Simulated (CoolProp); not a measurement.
Hexamethyldisiloxane (MM) along the isotherm 346.85 °C: density (kg/m³) from the reference equation and from simpler models built on Tc = 245.6 °C, pc = 19.31 bar, ω = 0.418; each cubic takes its own stable root.

The numbers come from the reference Helmholtz-energy equation of state, Thol 2016 in CoolProp.

| p (bar) | phase | reference | ideal gas | Redlich-Kwong | Soave-Redlich-Kwong | Peng-Robinson |
|---|---|---|---|---|---|---|
| 0.305 | gas | 0.9636 | 0.9607 | 0.9638 | 0.9633 | 0.9638 |
| 0.448 | gas | 1.417 | 1.411 | 1.418 | 1.417 | 1.418 |
| 0.658 | gas | 2.086 | 2.073 | 2.087 | 2.085 | 2.087 |
| 0.966 | gas | 3.071 | 3.043 | 3.074 | 3.069 | 3.074 |
| 1.42 | gas | 4.535 | 4.473 | 4.540 | 4.529 | 4.540 |
| 2.08 | gas | 6.687 | 6.552 | 6.698 | 6.673 | 6.696 |
| 3.05 | gas | 9.901 | 9.607 | 9.927 | 9.871 | 9.920 |
| 4.48 | gas | 14.76 | 14.11 | 14.82 | 14.69 | 14.80 |
| 6.58 | gas | 22.15 | 20.73 | 22.30 | 22.00 | 22.24 |
| 9.66 | gas | 33.62 | 30.43 | 33.99 | 33.26 | 33.80 |
| 14.2 | gas | 51.99 | 44.73 | 53.06 | 51.17 | 52.38 |
| 20.8 | supercritical | 82.14 | 65.52 | 85.79 | 80.30 | 83.08 |
| 30.5 | supercritical | 134.7 | 96.07 | 148.4 | 130.2 | 136.5 |
| 44.8 | supercritical | 228.2 | 141.1 | 253.4 | 210.9 | 224.0 |
| 65.8 | supercritical | 338.4 | 207.3 | 345.9 | 302.8 | 326.0 |
| 96.6 | supercritical | 413.1 | 304.3 | 416.0 | 381.8 | 415.6 |
